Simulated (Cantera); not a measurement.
A closed system holds: 1 mol TiCl4, 1.1 mol O2, equilibrated at 54.8 Torr.

These are equilibrium values from Cantera (NASA tables, ideal gas, pure condensed phases), not measurements of a reactor. Candidate condensed phases: Ti, TiCl2, TiCl3, TiCl4, TiO, TiO2, Ti2O3, Ti3O5, Ti4O7; 15 gas species. Equilibrium is a limit: real reactors are often held back by kinetics, nucleation or transport.

log p: log10 of the partial pressure in bar; n: condensed amount in mol.

```csv
T (K),log p Cl2,log p Cl,log p O2,log p TiCl4,log p TiOCl2,log p ClO,n TiO2(rutile)
1225,-1.17,-2.80,-2.46,-4.44,-9.42,-5.45,0.999
1300,-1.18,-2.50,-2.46,-4.04,-8.48,-5.21,0.997
1375,-1.20,-2.23,-2.45,-3.70,-7.65,-4.99,0.994
1450,-1.23,-2.00,-2.44,-3.43,-6.93,-4.80,0.988
1525,?,?,-2.43,?,?,?,0.981
1600,-1.35,-1.63,-2.43,-3.09,-5.75,-4.51,0.972
1675,?,?,-2.44,-3.02,?,?,0.964
1750,-1.56,-1.39,-2.46,-3.01,-4.88,-4.35,0.960
1825,-1.71,-1.31,-2.50,-3.06,-4.54,-4.31,0.960
1900,-1.89,-1.25,-2.55,-3.17,-4.26,-4.31,0.965
1975,-2.08,-1.21,-2.60,-3.32,-4.03,-4.32,0.970
```

Some entries are withheld; supply them.


- 1675, log p Cl2: -1.44
- 1675, log p Cl: -1.49
- 1675, log p TiOCl2: -5.28
- 1675, log p ClO: -4.41
- 1525, log p Cl2: -1.28
- 1525, log p Cl: -1.80
- 1525, log p TiCl4: -3.22
- 1525, log p TiOCl2: -6.30
- 1525, log p ClO: -4.64
